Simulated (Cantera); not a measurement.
Input: 1 mol SiH4, 0.0094 mol Cl2, 22 mol H2, held at 1402 °C and 0.0100 bar.

Equilibrium computed with Cantera from the NASA thermochemical tables; the gas is ideal and each condensed phase is pure. Candidate condensed phases: Si; 19 gas species. Gases not in the tables: Si2H6 and higher silanes. The numbers say what is thermodynamically allowed, not how fast it happens.

Base state: H2 0.998, H 0.00116, HCl 0.000777, Si 4.34e-5, SiH2 1.12e-5 (mole fractions); condensed: Si(s).

Q: What changes in the equilibrium state with this change: SiH4 replaced by SiH2Cl2?

A: 
```csv
species,before,after
H2,0.998,0.928
HCl,0.000777,0.0578
SiCl2,2.18e-6,0.0130
SiCl3,<1e-9,7.10e-5
SiCl,6.48e-7,4.99e-5
Cl,7.05e-7,5.44e-5
SiH2,1.12e-5,1.04e-5
"Si(s), mol",0.998,0.684
```
The tables' values for SiCl3, SiCl are old estimates; treat these amounts as uncertain.
